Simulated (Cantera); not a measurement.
A closed system holds: 1 mol Si, a varied amount of HCl, 2.6 mol H₂, held at 775 K and 10000 Pa.

Equilibrium computed with Cantera from the NASA thermochemical tables; the gas is ideal and each condensed phase is pure. Candidate condensed phases: Si; 19 gas species. Equilibrium is a limit: real reactors are often held back by kinetics, nucleation or transport.

Q: What share of the Si ends up in condensed phases as a function of n(HCl) (mol), at 0.72, 0.85, 1, 1.2, 1.4, 1.7, 2, 2.4, 2.8, 3.4, 4, 4.7?

A: 
```tsv
n(HCl) (mol)	Si condensed (%)	as
0.72	80.6	Si(s)
0.85	77.1	Si(s)
1	73.1	Si(s)
1.2	67.8	Si(s)
1.4	62.5	Si(s)
1.7	54.6	Si(s)
2	46.7	Si(s)
2.4	36.1	Si(s)
2.8	25.6	Si(s)
3.4	9.8	Si(s)
4	0.0	-
4.7	0.0	-
```
